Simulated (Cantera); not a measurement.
Charge: 1 mol B2O3, 0.7 mol H2O, a varied amount of N2, equilibrated at 0.0133 bar.

Cantera equilibrium calculation (NASA polynomials, part measured and part estimated; ideal gas, pure solids and liquids). Candidate condensed phases: B, BN, B2O3, B3O3H3, H2O; 39 gas species. Gases not in the tables: H3BO3. Equilibrium is a limit: real reactors are often held back by kinetics, nucleation or transport.

Stable condensed phases, one row left out:

```
T in K \ n(N2) in mol
         9.8  16  26  41  66 110 170
   1675    A   A   A   A   A   A   A
   1625    B   B   A   A   A   A   A
   1525    B   B   B   B   B   B   A
   1475    B   B   B   B   B   B   B
   1425    B   B   B   B   B   B   B
   1375    B   B   B   B   B   B   B
   1325    B   B   B   B   B   B   B
   1275    B   B   B   B   B   B   B
```

A: gas only; B: B2O3.

Give the row for 1575 K.

9.8: B2O3; 16: B2O3; 26: B2O3; 41: B2O3; 66: gas only; 110: gas only; 170: gas only.
